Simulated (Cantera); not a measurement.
A closed system holds: 1 mol MgO, 7.1 mol CO, 4.8 mol H2, equilibrated at 1575 K and 1.70 bar.

Equilibrium computed with Cantera from the NASA thermochemical tables; the gas is ideal and each condensed phase is pure. Candidate condensed phases: C, C6H6, C7H8, C8H18, H2O, Mg, MgCO3, MgO, Mg(OH)2; 116 gas species. The numbers say what is thermodynamically allowed, not how fast it happens.

Base state: CO 0.596, H2 0.402, CH4 0.000501, H2O 0.000419, CO2 0.000214, H 2.02e-5 (mole fractions); condensed: C(graphite) + MgO(s).

### Question
What changes in the equilibrium state with this change: MgO replaced by Fe3O4?

### Answer
```csv
species,before,after
CO,0.596,0.517
H2,0.402,0.278
H2O,0.000419,0.125
CO2,0.000214,0.0799
CH4,0.000501,4.82e-7
H,2.02e-5,1.68e-5
"C(graphite), mol",0.00130,0
"MgO(s), mol",1.000,0
"Fe(γ), mol",0,1.44
"FeO(s), mol",0,1.56
```
Mutual solubility and eutectic melting of coexisting phases are not modelled. The tables' stoichiometric FeO is somewhat more stable than real wüstite, so its field is too wide. FeO: taken at fixed stoichiometry. Further candidate phases: Fe, Fe(CO)5, FeO, Fe(OH)2, Fe(OH)3, Fe2O3, Fe3O4.
